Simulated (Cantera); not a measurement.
What does this Cantera script print?

```python
import numpy as np
import cantera as ct

gas = ct.Solution("gri30.yaml", transport_model="mixture-averaged")
show = ['H2', 'NO', 'CH4']

rows = []
print(f"{'T/K':>7s}{'rho':>11s}{'cp':>10s}{'mu':>11s}{'lambda':>11s}{'Pr':>7s}" + "".join(f"{'D_' + s:>11s}" for s in show))
for T in [400, 500, 600, 700, 800, 900, 1000]:
    gas.TPX = T, 13332, {'NO': 0.73}
    Pr = gas.cp_mass * gas.viscosity / gas.thermal_conductivity
    D = [gas.mix_diff_coeffs_mole[gas.species_index(s)] for s in show]
    rows.append([gas.density, gas.cp_mass, gas.viscosity, gas.thermal_conductivity, Pr, *D])
    print(f"{T:7g}{gas.density:11.4e}{gas.cp_mass:10.1f}{gas.viscosity:11.4e}"
          f"{gas.thermal_conductivity:11.4e}{Pr:7.3f}" + "".join(f"{d:11.4e}" for d in D))
print("SI units: kg/m3, J/kg/K, Pa s, W/m/K, m2/s")
```

Result:

```
    T/K        rho        cp         mu     lambda     Pr       D_H2       D_NO      D_CH4
    400 1.2028e-01     998.6 2.3120e-05 3.2415e-02  0.712 9.6210e-04 5.0703e-02 2.8027e-04
    500 9.6228e-02    1016.2 2.7036e-05 3.8811e-02  0.708 1.3996e-03 7.5312e-02 4.1277e-04
    600 8.0190e-02    1040.9 3.0618e-05 4.5123e-02  0.706 1.8981e-03 1.0350e-01 5.6403e-04
    700 6.8734e-02    1067.4 3.3953e-05 5.1279e-02  0.707 2.4538e-03 1.3502e-01 7.3277e-04
    800 6.0142e-02    1092.2 3.7097e-05 5.7252e-02  0.708 3.0637e-03 1.6965e-01 9.1802e-04
    900 5.3460e-02    1113.9 4.0086e-05 6.3038e-02  0.708 3.7254e-03 2.0725e-01 1.1190e-03
   1000 4.8114e-02    1132.7 4.2948e-05 6.8643e-02  0.709 4.4367e-03 2.4769e-01 1.3350e-03
SI units: kg/m3, J/kg/K, Pa s, W/m/K, m2/s
```

Detailed kinetics in Cantera: GRI-Mech 3.0 (53 species, 325 reactions).
